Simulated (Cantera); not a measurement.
Input: 1 mol SiHCl3, 0.009 mol C2H4, 5.5 mol H2, at 430 Pa.

Equilibrium computed with Cantera from the NASA thermochemical tables; the gas is ideal and each condensed phase is pure. Candidate condensed phases: C, C6H6, C7H8, C8H18, Si, SiC; 109 gas species. Mutual solubility and eutectic melting of coexisting phases are not modelled. Gases not in the tables: Si2H6 and higher silanes. Kinetics and transport are ignored.

Task: Which condensed phases are stable at each of these points (T (K)): 1575, 1650, 1725, 1800, 1875, 1950, 2025, 2100?

Result: 
```
T (K)  condensed phases  Si condensed (%)
-----  ----------------  ----------------
1575     Si(s) + SiC(s)              10.2
1650     Si(s) + SiC(s)               9.0
1725     Si(l) + SiC(s)               9.4
1800     Si(l) + SiC(s)              11.2
1875     Si(l) + SiC(s)              12.0
1950     Si(l) + SiC(s)              10.8
2025     Si(l) + SiC(s)               4.9
2100             SiC(s)               1.0
```

From 1575 K to 1650 K the condensed part is Si(s) + SiC(s). From 1725 K to 2025 K the condensed part is Si(l) + SiC(s). At 2100 K the condensed part is SiC(s).
